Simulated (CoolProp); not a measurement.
Vapour-liquid equilibrium of R125 (1) + R1234yf (2) at 0.0749 MPa; x and y are mole fractions of (1).

The numbers come from the multi-fluid Helmholtz-energy mixture model, Lemmon 2005 and Lemmon 2022; pair parameters Bell 2023 in CoolProp.

Question: Give the bubble temperature and the first vapour's composition at x = 0.5, 0.65, 0.8. Is there an azeotrope?

Answer: x = 0.5: 226.0 K, y = 0.703; x = 0.65: 223.7 K, y = 0.815; x = 0.8: 221.6 K, y = 0.905. No azeotrope shows between x = 0.05 and 0.95.

Pair parameters are fitted to limited data, so mixtures are less certain than the pure fluids.
